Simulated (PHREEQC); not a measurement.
0.1 mol of Fluorite (CaF2) is brought to equilibrium with 1 kg of water, with rising amounts of NH3, at 25 °C. Oxygen is held at 0.21 atm. No CO2 enters from the air. Only these solids could form: Fluorite.

Equilibrium calculation in PHREEQC: ion-association model, wateq4f.dat.

| NH3 added (mol) | pH | dissolved Ca (mol/kgw) | dissolved F (mol/kgw) |
|---|---|---|---|
| 0 | 7.09 | 0.000195 | 0.000391 |
| 0.00208 | 10.26 | 0.000197 | 0.000394 |
| 0.00417 | 10.42 | 0.000198 | 0.000396 |
| 0.00625 | 10.51 | 0.000198 | 0.000397 |
| 0.00833 | 10.57 | 0.000199 | 0.000397 |
| 0.0104 | 10.62 | 0.000199 | 0.000398 |
| 0.0125 | 10.66 | 0.000199 | 0.000399 |
| 0.0146 | 10.70 | 0.000200 | 0.000399 |
| 0.0167 | 10.73 | 0.000200 | 0.000400 |
| 0.0187 | 10.75 | 0.000200 | 0.000400 |
| 0.0208 | 10.77 | 0.000200 | 0.000401 |
| 0.0229 | 10.79 | 0.000201 | 0.000401 |
| 0.025 | 10.81 | 0.000201 | 0.000402 |
